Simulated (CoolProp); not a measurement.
Saturation properties of propylene.

Values from CoolProp's reference Helmholtz-energy equation of state, Lemmon 2013.

```
T (K)  p (MPa)  vapour density (kg/m³)
-----  -------  ----------------------
290.7   0.9542                   20.06
295      1.066                   22.46
299.2        ?                   25.05
303.4    1.313                   27.89
307.6    1.451                   31.03
311.8    1.599                       ?
316      1.757                   38.30
320.2    1.927                   42.53
324.4        ?                   47.24
328.6    2.303                   52.51
332.8        ?                   58.46
337      2.731                   65.22
341.3    2.972                   73.21
345.5    3.222                   82.39
```

Problem. What belongs in the gaps?

Solution. 
- 299.2, p (MPa): 1.185
- 311.8, vapour density (kg/m³): 34.48
- 324.4, p (MPa): 2.109
- 332.8, p (MPa): 2.510

It boils at 225.5 K under 1 atm.
